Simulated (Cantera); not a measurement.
Charge: 1 mol Mg(OH)2, 0.014 mol C, 1.7 mol H2, at 723.15 K and 39000 Pa.

Equilibrium computed with Cantera from the NASA thermochemical tables; the gas is ideal and each condensed phase is pure. Candidate condensed phases: C, C6H6, C7H8, C8H18, H2O, Mg, MgCO3, MgO, Mg(OH)2; 116 gas species. The numbers say what is thermodynamically allowed, not how fast it happens.

Base state: H2 0.623, H2O 0.372, CH4 0.00495, CO2 0.000211, CO 4.62e-5 (mole fractions); condensed: MgO(s).

Question: What changes in the equilibrium state with this change: temperature from 723.15 K to 848 K?

Answer: 
```tsv
species	before	after
H2	0.623	0.633
H2O	0.372	0.362
CO2	0.000211	0.00279
CH4	0.00495	0.000796
CO	4.62e-5	0.00158
MgO(s), mol	1.00	1.00
```

Question: What changes in the equilibrium state with this change: H2 from 1.7 to 0.57 mol?

Answer: 
| species | before | after |
|---|---|---|
| H2O | 0.372 | 0.628 |
| H2 | 0.623 | 0.364 |
| CO2 | 0.000211 | 0.00439 |
| CO | 4.62e-5 | 0.000332 |
| CH4 | 0.00495 | 0.00419 |
| MgO(s), mol | 1.00 | 1.00 |
